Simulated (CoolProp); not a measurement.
Computed with CoolProp (reference Helmholtz-energy equation of state, Lemmon 2006). It is a short technical equation, of lower accuracy than the large ones.

Question: For carbon monoxide, give the phase and the cp (kJ/(kg K)), cv (kJ/(kg K)), Joule-Thomson coefficient (K/MPa) at 45.35 °C and 105 bar; -193.35 °C and 10.5 bar; -179.55 °C and 3.19 bar.

Answer: 
- 45.35 °C and 105 bar: supercritical; cp 1.20, cv 0.767, Joule-Thomson coefficient 1.35
- -193.35 °C and 10.5 bar: liquid; cp 2.13, cv 1.16, Joule-Thomson coefficient -0.337
- -179.55 °C and 3.19 bar: gas; cp 1.26, cv 0.819, Joule-Thomson coefficient 21.7
